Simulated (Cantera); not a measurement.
Cantera run:

```python
import numpy as np
import cantera as ct

gas_names = """
    H SiBr4 HBr
""".split()
cond_names = """
    Si(cr) Si(L)
""".split()


# ... load() reads the species with a 1 bar reference pressure and builds the phases ...
species = {s.name: s for s in load("nasa_gas.yaml", gas_names) + load("nasa_condensed.yaml", cond_names)}
# Each term lists the table entries of one substance; the one whose range holds T is used.
reactions = {
    '4 H(g) + SiBr4(g) = 4 HBr(g) + Si':
        [(-4, ['H']), (-1, ['SiBr4']), (4, ['HBr']), (1, ['Si(cr)', 'Si(L)'])],
}


def pick(names, T):
    return next(species[n] for n in names if species[n].thermo.min_temp <= T <= species[n].thermo.max_temp)


results = []
for label, terms in reactions.items():
    print(label)
    print("     T/K   dH/kJ  dS/(J/K)   dG/kJ   log10 K")
    for T in [300, 1850, 2000, 2150, 2300, 2450, 2600]:
        used = [(nu, pick(names, T)) for nu, names in terms]
        dH = sum(nu * s.thermo.h(T) for nu, s in used) / 1e6
        dS = sum(nu * s.thermo.s(T) for nu, s in used) / 1e3
        dG = dH - T * dS / 1e3
        logK = -dG * 1e6 / (ct.gas_constant * T * np.log(10))
        results.append((label, T, dH, dS, dG, logK, [s.name for _, s in used]))
        print(f"{T:8g} {dH:8.1f} {dS:8.1f} {dG:8.1f} {logK:8.2f}")
```

Result:

```
4 H(g) + SiBr4(g) = 4 HBr(g) + Si
     T/K   dH/kJ  dS/(J/K)   dG/kJ   log10 K
     300   -602.4    -24.9   -594.9   103.58
    1850   -603.2    -62.9   -486.8    13.75
    2000   -606.2    -64.5   -477.3    12.46
    2150   -609.0    -65.8   -467.5    11.36
    2300   -611.7    -67.0   -457.5    10.39
    2450   -614.1    -68.1   -447.4     9.54
    2600   -616.5    -69.0   -437.1     8.78
```

Standard-state values (1 bar) from the NASA 1993 polynomials, evaluated with Cantera. Condensed species are held in their standard states even where they would react or evaporate.
